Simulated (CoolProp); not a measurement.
Properties of ethylene at several states (Tc = 282.4 K, pc = 5042 kPa, ω = 0.087).

The numbers come from the reference Helmholtz-energy equation of state, Smukala 2000 in CoolProp.

| T (K) | p (kPa) | phase | speed of sound (m/s) | Joule-Thomson coefficient (K/MPa) |
|---|---|---|---|---|
| 158.2 | 355 | liquid | 1392 | -0.4455 |
| 228.8 | 659 | gas | 279.0 | 20.72 |
| 349.6 | 307 | gas | 351.7 | 6.815 |
| 199.2 | 133 | gas | 273.4 | 27.78 |
| 220.7 | 11.4 | gas | 290.7 | 21.23 |
| 199.9 | 12900 | liquid | 1202 | -0.3786 |
